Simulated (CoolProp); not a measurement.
Properties of chloromethane (R40) at several states.

Model: reference Helmholtz-energy equation of state, Thol 2014, in CoolProp.

```tsv
T (°C)	p (kPa)	phase	cp (kJ/(kg K))	cv (kJ/(kg K))	speed of sound (m/s)
61.35	18	gas	[?]	0.6949	260.8
66.35	2690	liquid	1.769	[?]	[?]
171.45	31.7	gas	1.020	[?]	295.3
```

Question: What belongs in the gaps?

Answer: 
- 61.35, cp (kJ/(kg K)): 0.8612
- 66.35, cv (kJ/(kg K)): 0.9638
- 66.35, speed of sound (m/s): 671.2
- 171.45, cv (kJ/(kg K)): 0.8545
